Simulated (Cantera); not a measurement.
**Ignition delay**

Mixture: 9.45 % CH₄, 1.32 % CO, 9.74 % O₂, 57.8 % N₂, 21.7 % H₂O, equivalence ratio 2.0, at 1.00 atm, adiabatic and at constant volume. Ignition delay is the time to a rise of 400 K.

Model: GRI-Mech 3.0 (53 species, 325 reactions), integrated in Cantera.

| T0 (K) | delay (ms) |
|---|---|
| 1048 | 1810 |
| 1148 | 394 |
| 1248 | 96.6 |
| 1348 | 25.0 |
| 1448 | 6.83 |
| 1548 | 2.04 |
| 1648 | 0.698 |
| 1748 | 0.281 |
| 1848 | 0.132 |
| 1948 | 0.0708 |

```json
{
  "apparent activation energy between 1748 and 1948 K": "200 kJ/mol"
}
```
